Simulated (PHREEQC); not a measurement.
1 kg of water meets 20 L of dry gas (N2 0.64, O2 0.36 by moles) at fixed total pressure, at 1 atm; fugacities by Peng-Robinson. The gases take part in no redox reaction, some water evaporates into the gas, and hydrates or a liquid gas phase aren't modelled. Nothing may precipitate in this run.

Model: ion-association model, phreeqc.dat, run in PHREEQC.

| T (°C) | dissolved N2 (mol/kgw) | φ of N2 | p of N2 (atm) | dissolved O2 (mol/kgw) |
|---|---|---|---|---|
| 10 | 0.000538 | 0.999 | 0.632 | 0.000609 |
| 20 | 0.000449 | 1.000 | 0.625 | 0.000491 |
| 30 | 0.000383 | 1.000 | 0.613 | 0.000408 |
| 40 | 0.000332 | 1.000 | 0.593 | 0.000345 |
| 50 | 0.000289 | 1.000 | 0.562 | 0.000295 |
| 60 | 0.000249 | 1.000 | 0.514 | 0.000249 |
| 70 | 0.000207 | 1.001 | 0.443 | 0.000203 |
| 80 | 0.000156 | 1.002 | 0.341 | 0.000151 |

Species that the database lacks are ignored. At this temperature some constants are extrapolated from 25 °C, and those without enthalpy data are left unchanged.
